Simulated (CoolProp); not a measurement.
R236EA along the isobar 0.659 MPa: fugacity coefficient from the reference equation and from simpler models built on Tc = 412.4 K, pc = 3.414 MPa, ω = 0.368; each cubic takes its own stable root.

Values from CoolProp's reference Helmholtz-energy equation of state, Rui 2013.

```
T (K)   phase  reference
-----  ------  ---------
258.8  liquid    0.06178
273.5  liquid     0.1193
288.1  liquid     0.2101
302.8  liquid     0.3452
317.5  liquid     0.5325
332.1  liquid     0.7764
346.8     gas     0.8762
361.5     gas     0.8938
376.1     gas     0.9081
```

Task: How far does each simpler model (van der Waals, Soave-Redlich-Kwong) lie from the reference over these 9 states: mean and median of the absolute difference, and the worst?

Result: 
- van der Waals: mean 201.6 %, median 67.9 %, worst +765.7 % at 258.8 K and 0.659 MPa
- Soave-Redlich-Kwong: mean 1.0 %, median 0.8 %, worst +2.1 % at 332.1 K and 0.659 MPa

At some of these states van der Waals gives the other phase, because its saturation line lies elsewhere.
